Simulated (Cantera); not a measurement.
Stirred combustor or abatement burner

A perfectly stirred reactor is fed with 8.38 % CO, 2.85 % H2, 3.19 % CH4, 14.1 % O2, 53.1 % N2, 18.4 % H2O, equivalence ratio 0.85, at 10.0 bar; it is adiabatic with a 425 K inlet, and is followed from long to short residence time, starting on the burning branch (τ in s: 0.35, 0.15, 0.063, 0.026, 0.011, 0.0047, 0.002, 0.00084, 0.00035, 0.00015, 6.3e-05).

Detailed kinetics in Cantera: GRI-Mech 3.0 (53 species, 325 reactions).

```tsv
τ (s)	T (K)	x CO	x H2	x CH4	x NO	x H2O
0.35	1951	0.000254	0.000132	3.53e-7	0.000242	0.292
0.15	1951	0.000288	0.000142	8.01e-7	0.000117	0.292
0.063	1950	0.000367	0.000165	1.80e-6	5.75e-5	0.292
0.026	1948	0.000538	0.000217	3.93e-6	3.10e-5	0.292
0.011	1945	0.000872	0.000315	7.85e-6	1.99e-5	0.292
0.0047	1939	0.00149	0.000491	1.48e-5	1.51e-5	0.291
0.0020	1928	0.00258	0.000792	2.75e-5	1.27e-5	0.291
0.00084	1911	0.00456	0.00129	5.22e-5	1.10e-5	0.290
0.00035	1879	0.00816	0.00205	0.000106	8.84e-6	0.288
0.00015	1821	0.0153	0.00317	0.000249	5.71e-6	0.285
6.3e-5	425	0.0838	0.0285	0.0319	<1e-12	0.184
```
x: mole fraction; the columns are a selection and need not sum to one.
